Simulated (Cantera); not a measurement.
# Thermodynamics of roasting and sulfation, feed Fe₂O₃ + SO₃ + CO₂

Input: 1 mol Fe₂O₃, 0.44 mol SO₃, 5.7 mol CO₂, equilibrated at 0.100 bar.

Cantera equilibrium calculation (NASA polynomials, part measured and part estimated; ideal gas, pure solids and liquids). Candidate condensed phases: C, Fe, Fe(CO)₅, FeO, FeS, FeSO₄, FeS₂, Fe₂O₃, Fe₂(SO₄)₃, Fe₃O₄, S; 25 gas species. The numbers say what is thermodynamically allowed, not how fast it happens.

From 1150 °C to 1200 °C the condensed part is Fe₂O₃(s). From 1250 °C to 1500 °C the condensed part is Fe₃O₄(s).

```
T (°C)  log p CO₂  log p SO₂  log p O₂  log p CO  log p SO₃  log p O  log p SO  log p FeO  n Fe₂O₃(s)  n Fe₃O₄(s)
------  ---------  ---------  --------  --------  ---------  -------  --------  ---------  ----------  ----------
1150        -1.05      -2.16     -2.46     -5.66      -4.64    -7.10     -7.95     -11.70        1.00           0
1200        -1.05      -2.16     -2.46     -5.31      -4.76    -6.79     -7.58     -10.92        1.00           0
1250        -1.06      -2.17     -2.23     -5.11      -4.76    -6.37     -7.35     -10.26           0       0.667
1300        -1.06      -2.17     -2.23     -4.80      -4.87    -6.09     -7.03      -9.61           0       0.667
1350        -1.06      -2.17     -2.23     -4.52      -4.96    -5.83     -6.72      -9.01           0       0.667
1400        -1.06      -2.17     -2.23     -4.25      -5.05    -5.59     -6.43      -8.44           0       0.667
1450        -1.06      -2.17     -2.22     -4.00      -5.14    -5.36     -6.15      -7.91           0       0.667
1500        -1.06      -2.17     -2.22     -3.76      -5.22    -5.14     -5.90      -7.41           0       0.667
```
log p: log10 of the partial pressure in bar; n: condensed amount in mol.
